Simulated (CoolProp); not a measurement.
The fluoroketone C6F12O (FK-5-1-12) along the isobar 999 kPa: fugacity coefficient from the reference equation and from simpler models built on Tc = 441.8 K, pc = 1869 kPa, ω = 0.471; each cubic takes its own stable root.

Values from CoolProp's reference Helmholtz-energy equation of state, McLinden 2015.

| T (K) | phase | reference |
|---|---|---|
| 266.3 | liquid | 0.009250 |
| 284.3 | liquid | 0.02308 |
| 302.3 | liquid | 0.04988 |
| 320.2 | liquid | 0.09555 |
| 338.2 | liquid | 0.1668 |
| 356.2 | liquid | 0.2686 |
| 374.2 | liquid | 0.4036 |
| 392.1 | liquid | 0.5705 |
| 428.1 | gas | 0.7960 |
| 446.1 | gas | 0.8259 |
| 464 | gas | 0.8501 |
| 482 | gas | 0.8703 |
| 500 | gas | 0.8874 |

How far does each simpler model (van der Waals, Redlich-Kwong, Peng-Robinson) lie from the reference over these 13 states: mean and median of the absolute difference, and the worst?


- van der Waals: mean 309.2 %, median 80.9 %, worst +1759.5 % at 266.3 K and 999 kPa
- Redlich-Kwong: mean 85.9 %, median 39.8 %, worst +363.1 % at 266.3 K and 999 kPa
- Peng-Robinson: mean 1.3 %, median 1.2 %, worst +5.3 % at 266.3 K and 999 kPa

At some of these states van der Waals gives the other phase, because its saturation line lies elsewhere.
